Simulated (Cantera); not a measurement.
Charge: 1 mol B2O3, 1.1 mol NF3, 4 mol O2, at 1425 K and 0.0100 bar.

Equilibrium computed with Cantera from the NASA thermochemical tables; the gas is ideal and each condensed phase is pure. Candidate condensed phases: B, BN, B2O3; 31 gas species. Rates play no part.

Base state: O2 0.656, BOF 0.179, BF3 0.0884, N2 0.0746, B3O3F3 0.00153, NO 0.000452, BOF2 0.000154, B2O3 5.05e-5 (mole fractions); condensed: gas only.

### Question
What changes in the equilibrium state with this change: NF3 from 1.1 to 1.4 mol?

### Answer
```json
[
 {"species": "O2", "before": "0.656", "after": "0.652"},
 {"species": "BF3", "before": "0.0884", "after": "0.142"},
 {"species": "BOF", "before": "0.179", "after": "0.115"},
 {"species": "N2", "before": "0.0746", "after": "0.0902"},
 {"species": "B2O3", "before": "5.05e-5", "after": "8.34e-6"},
 {"species": "B3O3F3", "before": "0.00153", "after": "0.000405"}
]
```
